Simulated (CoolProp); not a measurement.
Vapour-liquid equilibrium of CH2F2 (R32) (1) + fluoroethane (R161) (2) at 0.0781 MPa; x and y are mole fractions of (1).

Model: multi-fluid Helmholtz-energy mixture model, Tillner-Roth 1997 and Wu 2012; pair parameters Bell 2016, in CoolProp.

| x | bubble temperature, mixture model (°C) | bubble temperature, Raoult's law (°C) | y, mixture model | y, Raoult's law |
|---|---|---|---|---|
| 0.05 | -44.5 | -44.0 | 0.112 | 0.094 |
| 0.125 | -46.3 | -45.4 | 0.248 | 0.221 |
| 0.2 | -47.8 | -46.7 | 0.356 | 0.332 |
| 0.275 | -49.1 | -47.9 | 0.447 | 0.430 |
| 0.35 | -50.2 | -49.0 | 0.525 | 0.518 |
| 0.425 | -51.2 | -50.1 | 0.594 | 0.596 |
| 0.5 | -52.1 | -51.1 | 0.657 | 0.667 |
| 0.575 | -52.9 | -52.1 | 0.715 | 0.731 |
| 0.65 | -53.7 | -53.0 | 0.770 | 0.789 |
| 0.725 | -54.4 | -53.8 | 0.823 | 0.841 |
| 0.8 | -55.0 | -54.6 | 0.873 | 0.890 |
| 0.875 | -55.7 | -55.4 | 0.922 | 0.934 |
| 0.95 | -56.2 | -56.2 | 0.969 | 0.975 |

The largest gap from Raoult's law is -1.2 K in bubble temperature, at x = 0.275. No azeotrope shows between x = 0.05 and 0.95.

The pair parameters rest on a limited set of measurements; away from them the model extrapolates.
